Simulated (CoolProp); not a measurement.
Sulfur hexafluoride at several states: Z from the reference equation and from simpler models built on Tc = 318.7 K, pc = 3755 kPa, ω = 0.210; each cubic takes its own stable root.

Model: reference Helmholtz-energy equation of state, Guder 2009, in CoolProp.

```json
[
 {"T (K)": "282", "p (kPa)": "1210", "phase": "gas", "reference": "0.8080"},
 {"T (K)": "371.7", "p (kPa)": "513", "phase": "gas", "reference": "0.9725"},
 {"T (K)": "534.5", "p (kPa)": "16200", "phase": "supercritical", "reference": "0.9439"},
 {"T (K)": "308.1", "p (kPa)": "16.7", "phase": "gas", "reference": "0.9983"},
 {"T (K)": "487.5", "p (kPa)": "4610", "phase": "supercritical", "reference": "0.9234"},
 {"T (K)": "450.8", "p (kPa)": "3590", "phase": "gas", "reference": "0.9109"}
]
```

Task: How far does each simpler model (van der Waals, Redlich-Kwong, Soave-Redlich-Kwong, Peng-Robinson) lie from the reference over these 6 states: mean and median of the absolute difference, and the worst?

Result: 
- van der Waals: mean 4.1 %, median 4.4 %, worst -10.2 % at 534.5 K and 16200 kPa
- Redlich-Kwong: mean 2.3 %, median 2.0 %, worst -6.8 % at 534.5 K and 16200 kPa
- Soave-Redlich-Kwong: mean 1.0 %, median 0.6 %, worst +3.5 % at 534.5 K and 16200 kPa
- Peng-Robinson: mean 1.1 %, median 1.3 %, worst -1.7 % at 534.5 K and 16200 kPa
